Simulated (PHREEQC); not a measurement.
Na2CO3 is added in steps, without added water, to 1 kg of water holding 0.11 mol/kgw MgCl2, 0.02 mol/kgw Na2SO4 and 6.5e-05 mol/kgw NaCl, at 85 °C. O2 is buffered at 0.21 atm. No CO2 enters from the air. Solids allowed: Halite. Others were left out.

Base run: PHREEQC, ion-association model, phreeqc.dat. Each further column changes one thing. The table gives pH.

| Na2CO3 added (mol) | base | NaCl replaced by NaHSO4 at the same molality | diluted 5-fold with water | NaCl left out | no solid may form |
|---|---|---|---|---|---|
| 0 | 5.59 | 4.45 | 5.80 | 5.59 | 5.59 |
| 0.0001335 | 7.07 | … | 7.57 | 7.07 | 7.07 |
| 0.000267 | 7.34 | … | 7.85 | 7.34 | 7.34 |
| 0.0004005 | 7.51 | … | 8.01 | 7.51 | 7.51 |
| 0.0004895 | 7.59 | … | 8.09 | 7.59 | 7.59 |
| 0.000623 | 7.68 | 7.64 | 8.18 | 7.68 | 7.68 |
| 0.0007565 | 7.76 | … | 8.26 | 7.76 | 7.76 |
| 0.00089 | 7.82 | 7.79 | 8.32 | 7.82 | 7.82 |

Complete the blanks.


- 0.0001335, NaCl replaced by NaHSO4 at the same molality: 6.84
- 0.000267, NaCl replaced by NaHSO4 at the same molality: 7.23
- 0.0004005, NaCl replaced by NaHSO4 at the same molality: 7.43
- 0.0004895, NaCl replaced by NaHSO4 at the same molality: 7.53
- 0.0007565, NaCl replaced by NaHSO4 at the same molality: 7.72

At this temperature some constants are extrapolated from 25 °C, and those without enthalpy data are left unchanged.
